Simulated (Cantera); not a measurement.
A closed system holds: 1 mol CCl4, 0.62 mol H2, at 24.0 mbar.

Equilibrium computed with Cantera from the NASA thermochemical tables; the gas is ideal and each condensed phase is pure. Candidate condensed phases: C, C6H6, C7H8, C8H18; 91 gas species. The tables' values for CCl are old estimates; treat these amounts as uncertain. Rates play no part.

Question: At 3075 °C, list the 4 most abundant gas species with their mole fractions, and the condensed phases.

Answer: Cl 0.703, H 0.187, C3 0.0449, HCl 0.0277. Condensed: gas only.
